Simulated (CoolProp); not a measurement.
Vapour pressure (MPa) of methane: the reference equation beside estimates from Tc = 190.6 K, pc = 4.599 MPa, ω = 0.011. Clausius-Clapeyron is anchored at 153.6 K with a constant enthalpy of vaporisation of 6.403 kJ/mol.

Computed with CoolProp (reference Helmholtz-energy equation of state, Setzmann 1991).

| T (K) | reference | Lee-Kesler | Clausius-Clapeyron | van der Waals | Redlich-Kwong | Soave-Redlich-Kwong | Peng-Robinson |
|---|---|---|---|---|---|---|---|
| 150.6 | 1.068 | 1.071 | 1.104 | 1.666 | 1.036 | 1.080 | 1.076 |
| 153.6 | 1.220 | 1.222 | 1.220 | 1.825 | 1.193 | 1.234 | 1.228 |
| 156.7 | 1.391 | 1.393 | 1.347 | 2.000 | 1.371 | 1.410 | 1.402 |
| 159.7 | 1.573 | 1.575 | 1.477 | 2.178 | 1.560 | 1.595 | 1.585 |
| 162.7 | 1.771 | 1.772 | 1.614 | 2.366 | 1.766 | 1.797 | 1.786 |
| 165.8 | 1.995 | 1.995 | 1.764 | 2.571 | 1.997 | 2.024 | 2.011 |
| 168.8 | 2.229 | 2.229 | 1.915 | 2.779 | 2.239 | 2.262 | 2.248 |
| 171.8 | 2.483 | 2.482 | 2.074 | 2.997 | 2.500 | 2.519 | 2.504 |
| 174.9 | 2.767 | 2.766 | 2.246 | 3.234 | 2.790 | 2.805 | 2.789 |
| 177.9 | 3.064 | 3.063 | 2.419 | 3.473 | 3.092 | 3.102 | 3.087 |
| 180.9 | 3.384 | 3.384 | 2.599 | 3.722 | 3.414 | 3.421 | 3.407 |
| 184 | 3.741 | 3.742 | 2.792 | 3.992 | 3.769 | 3.773 | 3.762 |

Absolute difference from the reference over all 12 rows, mean and median: Lee-Kesler 0.1 and 0.0 %, Clausius-Clapeyron 12.7 and 12.8 %, van der Waals 28.5 and 26.8 %, Redlich-Kwong 1.0 and 0.8 %, Soave-Redlich-Kwong 1.3 and 1.4 %, Peng-Robinson 0.8 and 0.8 %.
